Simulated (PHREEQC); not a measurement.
1 kg of water holding 0.033 mol NaCl, 0.0032 mol KCl, 0.23 mol Na2CO3, 0.0063 mol NaHCO3 and 0.023 mol Na2SO4 is evaporated at 25 °C; the solids stay in contact with the brine. No CO2 enters from the air. Solids allowed: Arcanite, Burkeite, Glaserite, Halite, Kalicinite, Mirabilite, Misenite, Nahcolite, Natron, Sylvite, Thenardite, Trona. Others were left out.

Base run: PHREEQC, Pitzer model, pitzer.dat. Each further column changes one thing. The table gives pH.

```json
[
 {"H2O removed (mol)": "0", "base": "11.14", "temperature from 25 to 5 °C": "11.44"},
 {"H2O removed (mol)": "9.886", "base": "11.14", "temperature from 25 to 5 °C": "11.42"},
 {"H2O removed (mol)": "18.01", "base": "11.13", "temperature from 25 to 5 °C": "11.40"},
 {"H2O removed (mol)": "30.18", "base": "11.10", "temperature from 25 to 5 °C": "11.34"},
 {"H2O removed (mol)": "34.69", "base": "11.09", "temperature from 25 to 5 °C": "11.31"},
 {"H2O removed (mol)": "38.4", "base": "11.07", "temperature from 25 to 5 °C": "11.28"},
 {"H2O removed (mol)": "43.95", "base": "11.04", "temperature from 25 to 5 °C": "11.22"},
 {"H2O removed (mol)": "46.01", "base": "11.02", "temperature from 25 to 5 °C": "11.18"},
 {"H2O removed (mol)": "47.7", "base": "11.01", "temperature from 25 to 5 °C": "11.15"},
 {"H2O removed (mol)": "49.09", "base": "11.00", "temperature from 25 to 5 °C": "11.12"},
 {"H2O removed (mol)": "50.23", "base": "10.99", "temperature from 25 to 5 °C": "11.09"},
 {"H2O removed (mol)": "51.94", "base": "10.65", "temperature from 25 to 5 °C": "11.05"},
 {"H2O removed (mol)": "52.58", "base": "10.80", "temperature from 25 to 5 °C": "11.02"}
]
```

 At this temperature some constants are extrapolated from 25 °C, and those without enthalpy data are left unchanged.
